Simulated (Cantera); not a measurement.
Cantera run, input and output.

```python
import numpy as np
import cantera as ct

gas = ct.Solution("gri30.yaml")
gas.TPX = 1225, 1000000, {'H2': 1, 'O2': 0.238, 'N2': 0.895, 'CO2': 0.052}
reactor = ct.IdealGasConstPressureReactor(gas, energy="on", clone=False)
net = ct.ReactorNet([reactor])
net.rtol, net.atol = 1e-08, 1e-16
show = ['H2', 'O2', 'NO2', 'HO2', 'N2O', 'NO']
times = np.geomspace(2e-06, 0.3, 10)

steps = ct.SolutionArray(gas, extra=["t"])
rows = []
print(f"{'t/s':>10s}{'T/K':>9s}{'P/Pa':>11s}" + "".join(f"{s:>11s}" for s in show))
for t in times:
    while net.time < t:
        t_next = net.step()
        steps.append(gas.state, t=t_next)
    rows.append([np.interp(t, steps.t, y) for y in (steps.T, steps.P, *steps(*show).X.T)])
    print(f"{t:10.3e}{rows[-1][0]:9.1f}{rows[-1][1]:11.4g}" + "".join(f"{x:11.3e}" for x in rows[-1][2:]))
rate = np.gradient(steps.T, steps.t)
print("integrator steps:", len(steps.t))
if steps.T.max() > steps.T[0] + 200:
    print(f"time of steepest temperature rise: {steps.t[rate.argmax()]:.4e} s")
gas.TPX = 1225, 1000000, {'H2': 1, 'O2': 0.238, 'N2': 0.895, 'CO2': 0.052}
gas.equilibrate("HP")
print(f"equilibrium (HP): T = {gas.T:.1f} K  " + "  ".join(f"{s} {gas[s].X[0]:.3e}" for s in show))
```

It prints:

```
       t/s      T/K       P/Pa         H2         O2        NO2        HO2        N2O         NO
 2.000e-06   1225.0      1e+06  4.577e-01  1.089e-01  3.359e-22  4.379e-07  1.049e-13  7.539e-18
 7.519e-06   1225.0      1e+06  4.577e-01  1.089e-01  3.207e-19  3.889e-06  1.675e-12  2.599e-16
 2.827e-05   1236.1      1e+06  4.562e-01  1.078e-01  8.424e-13  3.512e-04  3.810e-10  2.005e-11
 1.063e-04   2683.3      1e+06  2.419e-01  2.224e-05  1.165e-09  6.714e-08  2.589e-08  4.820e-05
 3.995e-04   2682.8      1e+06  2.420e-01  2.212e-05  2.999e-09  6.679e-08  2.742e-08  1.243e-04
 1.502e-03   2682.1      1e+06  2.421e-01  2.196e-05  5.576e-09  6.630e-08  3.193e-08  2.319e-04
 5.646e-03   2682.0      1e+06  2.421e-01  2.195e-05  5.817e-09  6.626e-08  3.250e-08  2.420e-04
 2.123e-02   2682.0      1e+06  2.421e-01  2.195e-05  5.817e-09  6.626e-08  3.250e-08  2.420e-04
 7.980e-02   2682.0      1e+06  2.421e-01  2.195e-05  5.817e-09  6.626e-08  3.250e-08  2.420e-04
 3.000e-01   2682.0      1e+06  2.421e-01  2.195e-05  5.817e-09  6.626e-08  3.250e-08  2.420e-04
integrator steps: 1434
time of steepest temperature rise: 3.1500e-05 s
equilibrium (HP): T = 2682.0 K  H2 2.421e-01  O2 2.195e-05  NO2 5.817e-09  HO2 6.626e-08  N2O 3.250e-08  NO 2.420e-04
```

Cantera simulation using GRI-Mech 3.0 (53 species, 325 reactions); the numbers are that mechanism's predictions, not measurements. The hydrogen kinetics of GRI-Mech 3.0 are dated; newer H2 mechanisms differ, most at raised pressure.
